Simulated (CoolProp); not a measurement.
Saturation properties of R245fa.

Model: reference Helmholtz-energy equation of state, Akasaka 2015, in CoolProp.

```
T (K)  p (bar)  vapour Z  surface tension (mN/m)  liquid viscosity (µPa s)  vapour viscosity (µPa s)  liquid conductivity (mW/(m K))
-----  -------  --------  ----------------------  ------------------------  ------------------------  ------------------------------
318.6    2.988    0.9108                    11.0                       312                      12.7                            85.9
323.8    3.511    0.9003                    10.4                (withheld)                      12.9                            84.4
329      4.101    0.8891              (withheld)                       277                      13.2                            82.9
334.2    4.765    0.8770                    9.13                       261                      13.4                            81.4
339.4    5.506    0.8641                    8.50                       246                      13.6                            79.9
344.6    6.332    0.8502                    7.89                       232                      13.9                            78.4
349.8    7.249    0.8354              (withheld)                       218                      14.2                            76.9
355      8.262    0.8195                    6.68                       206                      14.4                            75.4
360.2    9.378    0.8026                    6.09                (withheld)                      14.7                            73.9
365.4    10.60    0.7844                    5.50                       182                      15.1                            72.3
370.6    11.95    0.7650                    4.93                       171                      15.4                            70.8
375.8    13.41    0.7442                    4.37                (withheld)                      15.8                            69.3
381      15.01    0.7217                    3.82                       151                      16.2                            67.7
```

**Question.** Some entries are withheld; supply them.

**Answer.** 
- 323.8, liquid viscosity (µPa s): 294
- 329, surface tension (mN/m): 9.76
- 349.8, surface tension (mN/m): 7.28
- 360.2, liquid viscosity (µPa s): 193
- 375.8, liquid viscosity (µPa s): 161

It boils at 288.2 K under 1 atm.

Viscosity comes from a separate model (Bell 2016), an estimate that may be off by 10 % or more. Thermal conductivity comes from a separate model (Huber 2003), an estimate that may be off by 10 % or more. Surface tension comes from a separate correlation (Mulero 2012).
